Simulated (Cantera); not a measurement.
Input: 1 mol Pb, 2.9 mol CO, 0.19 mol H2, 0.29 mol O2, at 823 K and 0.120 bar.

These are equilibrium values from Cantera (NASA tables, ideal gas, pure condensed phases), not measurements of a reactor. Rates play no part.

```csv
species,before,after
CO,0.322,0.759
CO2,0.595,0.179
H2,0.0552,0.0528
H2O,0.0282,0.00867
Pb,1.12e-6,0.000135
CH4,0.000341,7.00e-6
"C(graphite), mol",0.827,0
"Pb(l), mol",1.000,1.000
```
Gas species are given as mole fractions.

Problem. Name the change that produced these shifts.
(A) O2 from 0.29 to 1.6 mol
(B) CO from 2.9 to 0.11 mol
(C) pressure from 0.120 bar to 13.3 mbar
(D) temperature from 823 K to 1000 K

Solution. D, temperature from 823 K to 1000 K
